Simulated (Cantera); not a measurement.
**Thermodynamics of chemical vapour transport, feed Fe3O4 + H2O + H2**

Input: 1 mol Fe3O4, 0.44 mol H2O, 0.44 mol H2, held at 1200 K and 11000 Pa.

These are equilibrium values from Cantera (NASA tables, ideal gas, pure condensed phases), not measurements of a reactor. Candidate condensed phases: Fe, FeO, Fe(OH)2, Fe(OH)3, Fe2O3, Fe3O4, H2O; 12 gas species. Mutual solubility and eutectic melting of coexisting phases are not modelled. The tables' stoichiometric FeO is somewhat more stable than real wüstite, so its field is too wide. FeO: taken at fixed stoichiometry. Equilibrium is a limit: real reactors are often held back by kinetics, nucleation or transport.

```json
{
 "x(H2O)": "0.962",
 "x(H2)": "0.0380",
 "n(FeO(s))": "1.22 mol",
 "n(Fe3O4(s))": "0.593 mol",
 "gas_amount": "0.8800 mol",
 "log10 activity of Fe(γ) (absent)": "-1.96",
 "log10 activity of Fe(OH)2(s) (absent)": "-6.20",
 "log10 activity of Fe(OH)3(s) (absent)": "-10.80"
}
```
